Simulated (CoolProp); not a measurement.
Vapour-liquid equilibrium of acetone (1) + n-decane (2) at 55.75 °C; x and y are mole fractions of (1).

Computed with CoolProp (multi-fluid Helmholtz-energy mixture model, Lemmon 2006 and Lemmon 2006; pair parameters Bell 2016).

```tsv
x	bubble pressure (bar)	y at the bubble point	dew pressure at overall composition x (bar)	liquid density (mol/L)
0.05	0.1289	0.909	0.01277	5.111
0.2	0.4530	0.977	0.01516	5.696
0.35	0.6580	0.986	0.01864	6.403
0.5	0.7539	0.988	…	7.281
0.65	…	0.990	0.03447	…
0.8	0.8588	0.992	0.05985	9.905
0.95	0.9562	0.997	…	12.00
```

### Question
What belongs in the gaps?

### Answer

- 0.5, dew pressure at overall composition x (bar): 0.02420
- 0.65, bubble pressure (bar): 0.8031
- 0.65, liquid density (mol/L): 8.406
- 0.95, dew pressure at overall composition x (bar): 0.2272

No azeotrope shows between x = 0.05 and 0.95.

Pair parameters are fitted to limited data, so mixtures are less certain than the pure fluids. With so large a gap from Raoult's law the liquid may split in two, which this calculation doesn't test in full.
